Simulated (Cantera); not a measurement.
**Thermodynamics of iron carbonyl, mercury and lead vapours, feed Pb + CO + N₂**

Charge: 1 mol Pb, 0.22 mol CO, 43 mol N₂.

These are equilibrium values from Cantera (NASA tables, ideal gas, pure condensed phases), not measurements of a reactor. Candidate condensed phases: C, Pb, PbO, PbO₂, Pb₃O₄; 27 gas species. Equilibrium is a limit: real reactors are often held back by kinetics, nucleation or transport.

Stable condensed phases:

```
T in K \ P in Pa
              10      36     130     460    1700    6000   22000   77000  280000 1000000
   1525        A       A       A       A       A       A       A       A       B       B
   1475        A       A       A       A       A       A       A       A       B       B
   1425        A       A       A       A       A       A       A       B       B       B
   1375        A       A       A       A       A       A       A       B       B       C
   1325        A       A       A       A       A       A       B       B       B       C
   1275        A       A       A       A       A       A       B       B       B       C
   1225        A       A       A       A       A       B       B       B       C       C
   1175        A       A       A       A       A       B       B       C       C       C
   1125        A       A       A       A       B       B       B       C       C       C
   1075        A       A       A       B       B       B       C       C       C       C
   1025        A       A       B       B       B       C       C       C       C       C
    975        A       A       B       B       B       C       C       C       C       C
    925        A       B       B       B       C       C       C       C       C       C
    875        B       B       B       C       C       C       C       C       C       C
```

A: gas only; B: Pb; C: C + Pb.
